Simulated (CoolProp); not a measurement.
Vapour-liquid equilibrium of n-hexane (1) + m-xylene (2) at 0.331 bar; x and y are mole fractions of (1).

Values from CoolProp's multi-fluid Helmholtz-energy mixture model, Thol 2019 and Zhou 2012; pair parameters Bell 2016.

### Question
Give the bubble temperature and the first vapour's composition at x = 0.35, 0.65, 0.725. Is there an azeotrope?

### Answer
x = 0.35: 57.0 °C, y = 0.886; x = 0.65: 44.5 °C, y = 0.961; x = 0.725: 42.7 °C, y = 0.970. No azeotrope shows between x = 0.05 and 0.95.

Pair parameters are fitted to limited data, so mixtures are less certain than the pure fluids.
